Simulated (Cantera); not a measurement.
A closed system holds: 1 mol AlI3, a varied amount of N2, 8.4 mol H2, equilibrated at 1375 K and 30.0 mbar.

These are equilibrium values from Cantera (NASA tables, ideal gas, pure condensed phases), not measurements of a reactor. Candidate condensed phases: Al, AlI3, AlN, I2; 19 gas species. The numbers say what is thermodynamically allowed, not how fast it happens.

Problem. At 2.6 mol N2, list the 4 most abundant gas species with their mole fractions, and the condensed phases.

Solution. H2 0.608, N2 0.167, I 0.120, HI 0.0997. Condensed: AlN(s).
